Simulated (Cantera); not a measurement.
Charge: 1 mol TiO2, 40 mol Cl2, 0.93 mol O2, at 11.0 Pa.

Equilibrium computed with Cantera from the NASA thermochemical tables; the gas is ideal and each condensed phase is pure. Candidate condensed phases: Ti, TiCl2, TiCl3, TiCl4, TiO, TiO2, Ti2O3, Ti3O5, Ti4O7; 15 gas species. Condensed phases not in the tables: TiOCl. Equilibrium is a limit: real reactors are often held back by kinetics, nucleation or transport.

Over these rows the condensed part is TiO2(rutile). Partial pressures as log10 of bar:

| T (K) | 1000/T (1/K) | log p TiCl4 | log p Cl2 | log p Cl | log p O2 |
|---|---|---|---|---|---|
| 898 | 1.1136 | -9.66 | -3.97 | -6.13 | -5.60 |
| 948 | 1.0549 | -9.12 | -3.98 | -5.75 | -5.61 |
| 998 | 1.0020 | -8.64 | -3.98 | -5.42 | -5.61 |
| 1048 | 0.9542 | -8.22 | -4.00 | -5.11 | -5.62 |
| 1098 | 0.9107 | -7.87 | -4.03 | -4.85 | -5.63 |
| 1148 | 0.8711 | ? | -4.08 | -4.61 | -5.65 |

**Question.** Fit log p(TiCl4) = a + b·(1000/T) to the five rows, give the apparent enthalpy, and predict the row at 1148 K.

**Answer.** Means: 1000/T = 1.0071, log p = -8.702. Sxy = -0.228026, Sxx = 0.0257445, so b = -8.86 and a = -8.702 − (-8.86)×1.0071 = 0.22.
Apparent enthalpy: −19.145 × (-8.86) = 170 kJ/mol. With the condensed phases at unit activity, TiO2(rutile) + 2 Cl2(g) = TiCl4(g) + O2(g) links this pressure to the main gases: over the six rows their terms move log p by -0.17 in all, so the slope isn't that reaction's ΔH° alone. The five rows lie within 0.02 of the line.
Prediction at 1148 K: 0.22 + (-8.86)×0.8711 = -7.50. The computed value is -7.58, 0.08 from the line.
